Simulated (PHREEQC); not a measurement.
A solution holds 0.0012 mol/kgw HBF4 and 0.03 mol/kgw CdI2, at 25 °C. Closed to the air; pH follows from the charge balance.

Computed with PHREEQC (ion-association model, wateq4f.dat).

The pH is 2.85 and the ionic strength is 0.0379 mol/kgw. The total alkalinity comes out as -4.80 meq/kg.

```tsv
species	molality	activity	log γ
I-	0.0291	0.0244	-0.077
CdI+	0.0146	0.0122	-0.077
CdI2	0.00813	0.00820	0.004
Cd+2	0.00723	0.00354	-0.309
HF	0.00193	0.00194	0.004
H+	0.00163	0.00141	-0.063
F-	0.00111	0.000920	-0.081
```

This is a speciation only: nothing precipitates in the calculation. Complexes and solids missing from the database can't appear. Real BF4- forms and hydrolyses slowly; the run takes it at equilibrium.
